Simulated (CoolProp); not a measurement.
Acetone along the isotherm 2.45 °C: density (kg/m³) from the reference equation and from simpler models built on Tc = 235.0 °C, pc = 4.692 MPa, ω = 0.307; each cubic takes its own stable root.

Computed with CoolProp (reference Helmholtz-energy equation of state, Lemmon 2006). It is a short technical equation, of lower accuracy than the large ones.

```
p (MPa)   phase  reference
-------  ------  ---------
1.8      liquid      811.0
3.61     liquid      812.5
5.41     liquid      814.0
7.22     liquid      815.4
9.02     liquid      816.8
10.8     liquid      818.2
12.6     liquid      819.6
14.4     liquid      821.0
16.2     liquid      822.3
18       liquid      823.6
19.9     liquid      825.0
21.7     liquid      826.2
23.5     liquid      827.5
```

Problem. How far does each simpler model (van der Waals, Redlich-Kwong, Soave-Redlich-Kwong, Peng-Robinson) lie from the reference over these 13 states: mean and median of the absolute difference, and the worst?

Solution. 
- van der Waals: mean 47.8 %, median 47.7 %, worst -48.8 % at 2.45 °C and 1.8 MPa
- Redlich-Kwong: mean 24.0 %, median 24.0 %, worst -24.4 % at 2.45 °C and 1.8 MPa
- Soave-Redlich-Kwong: mean 22.0 %, median 22.0 %, worst -22.1 % at 2.45 °C and 1.8 MPa
- Peng-Robinson: mean 12.4 %, median 12.4 %, worst -12.5 % at 2.45 °C and 23.5 MPa
